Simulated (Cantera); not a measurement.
An isothermal, constant-pressure homogeneous reactor starts with H2 : O2 = 0.17 : 1 (molar parts), at 1275 K and 0.00651 atm.

Cantera simulation using the H2/O2 subset of GRI-Mech 3.0, which has no nitrogen chemistry; the numbers are that mechanism's predictions, not measurements. Radical loss at walls, strong at low pressure, is not modelled. The temperature is held fixed by assumption; the heat of reaction is taken as removed at once.

x: mole fraction; the columns are a selection and need not sum to one.

```csv
t (s),x H2,x O2,x O,x HO2,x OH,x H
0.000200,0.145,0.855,4.01e-8,4.29e-8,2.89e-8,5.22e-8
0.000557,0.145,0.855,9.63e-7,1.20e-7,6.61e-7,1.06e-6
0.00155,0.137,0.850,0.00272,1.41e-6,0.00181,0.00298
0.00431,0.00547,0.759,0.0708,2.94e-6,0.00998,0.0395
0.0120,0.00506,0.767,0.0645,2.98e-6,0.00965,0.0345
0.0334,0.00410,0.785,0.0496,3.03e-6,0.00879,0.0236
0.0928,0.00219,0.814,0.0247,2.84e-6,0.00653,0.00841
0.258,[?],0.836,[?],[?],[?],[?]
0.719,7.69e-5,0.842,0.000830,5.68e-7,0.00124,5.20e-5
2.00,[?],0.843,[?],[?],[?],[?]
```

**Question.** Fill in the missing entries.

**Answer.** 
- 0.258, x H2: 0.000532
- 0.258, x O: 0.00579
- 0.258, x HO2: 1.78e-6
- 0.258, x OH: 0.00325
- 0.258, x H: 0.000955
- 2.00, x H2: 1.20e-5
- 2.00, x O: 0.000130
- 2.00, x HO2: 1.32e-7
- 2.00, x OH: 0.000493
- 2.00, x H: 3.23e-6
